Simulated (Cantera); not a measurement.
Feed: 1 mol MgO, 0.32 mol CH4, 0.1 mol H2, at 31.0 Pa.

Equilibrium computed with Cantera from the NASA thermochemical tables; the gas is ideal and each condensed phase is pure. Candidate condensed phases: C, C6H6, C7H8, C8H18, H2O, Mg, MgCO3, MgO, Mg(OH)2; 116 gas species. The tables' values for MgH are old estimates; treat these amounts as uncertain. Equilibrium is a limit: real reactors are often held back by kinetics, nucleation or transport.

log p: log10 of the partial pressure in bar; n: condensed amount in mol.

| T (°C) | log p H2 | log p CO | log p Mg | log p H | log p H2O | n C(graphite) | n MgO(s) |
|---|---|---|---|---|---|---|---|
| 927 | -3.51 | -5.83 | -5.83 | ___ | -10.93 | 0.316 | 0.996 |
| 977 | -3.52 | -5.28 | -5.28 | ___ | -10.63 | 0.307 | 0.987 |
| 1027 | -3.56 | -4.78 | -4.78 | ___ | -10.38 | 0.276 | 0.956 |
| 1077 | -3.67 | -4.32 | -4.32 | ___ | -10.23 | 0.153 | 0.833 |
| 1127 | -3.78 | -4.14 | -4.14 | ___ | -9.84 | 0 | 0.680 |
| 1177 | -3.78 | -4.14 | -4.14 | ___ | -9.22 | 0 | 0.680 |
| 1227 | -3.78 | -4.14 | -4.14 | ___ | -8.63 | 0 | 0.680 |
| 1277 | -3.78 | -4.14 | -4.14 | ___ | -8.09 | 0 | 0.680 |
| 1327 | -3.78 | -4.14 | -4.14 | ___ | -7.58 | 0 | 0.680 |
| 1377 | -3.78 | -4.14 | -4.14 | ___ | -7.11 | 0 | 0.680 |

Task: Complete the blanks.

Result: 
- 927, log p H: -8.46
- 977, log p H: -8.08
- 1027, log p H: -7.74
- 1077, log p H: -7.46
- 1127, log p H: -7.20
- 1177, log p H: -6.91
- 1227, log p H: -6.64
- 1277, log p H: -6.39
- 1327, log p H: -6.16
- 1377, log p H: -5.93
